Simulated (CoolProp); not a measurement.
Vapour-liquid equilibrium of dimethyl carbonate (1) + n-octane (2) at 232.55 °C; x and y are mole fractions of (1).

The numbers come from the multi-fluid Helmholtz-energy mixture model, Zhou 2011 and Beckmüller 2019; pair parameters Bell 2016 in CoolProp.

### Question
Give the bubble pressure and the first vapour's composition at x = 0.15, 0.25, 0.85. Is there an azeotrope?

### Answer
x = 0.15: 1.365 MPa, y = 0.313; x = 0.25: 1.583 MPa, y = 0.437; x = 0.85: 2.300 MPa, y = 0.865. y crosses x between x = 0.85 and 0.95: the model has an azeotrope there.

Pair parameters are fitted to limited data, so mixtures are less certain than the pure fluids.
